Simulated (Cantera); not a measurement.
**Thermodynamics of halide evaporation, hydrolysis and transport, feed CaF2 + O2 + H2**

A closed system holds: 1 mol CaF2, 0.054 mol O2, a varied amount of H2, at 2175 K and 21.0 Pa.

Cantera equilibrium calculation (NASA polynomials, part measured and part estimated; ideal gas, pure solids and liquids). Candidate condensed phases: Ca, CaF2, CaO, Ca(OH)2, H2O; 29 gas species. Equilibrium is a limit: real reactors are often held back by kinetics, nucleation or transport.

| n(H2) (mol) | log p H2 | log p H | log p HF | log p CaF2 | log p Ca | log p CaF | log p H2O |
|---|---|---|---|---|---|---|---|
| 4.3 | -4.01 | -4.32 | -4.54 | -4.88 | -5.02 | -5.02 | -5.50 |
| 5.9 | -3.97 | -4.30 | -4.60 | -5.07 | -5.05 | -5.13 | -5.61 |
| 8 | -3.94 | -4.28 | -4.66 | -5.27 | -5.09 | -5.25 | -5.72 |
| 11 | -3.91 | -4.27 | -4.73 | -5.49 | -5.14 | -5.39 | -5.84 |
| 15 | -3.89 | -4.26 | -4.81 | -5.74 | -5.21 | -5.54 | -5.96 |
| 20 | -3.88 | -4.25 | -4.90 | -5.99 | -5.27 | -5.70 | -6.08 |
| 27 | -3.87 | -4.24 | -4.99 | -6.27 | -5.35 | -5.88 | -6.20 |
| 37 | -3.86 | -4.24 | -5.10 | -6.58 | -5.45 | -6.09 | -6.33 |
| 50 | -3.85 | -4.24 | -5.21 | -6.91 | -5.54 | -6.30 | -6.46 |
log p: log10 of the partial pressure in bar; nothing condenses.

From 4.3 mol H2 to 50 mol H2 nothing is condensed. The main Ca-bearing gas is CaF2 at 4.3 mol H2 and Ca at 50 mol H2.
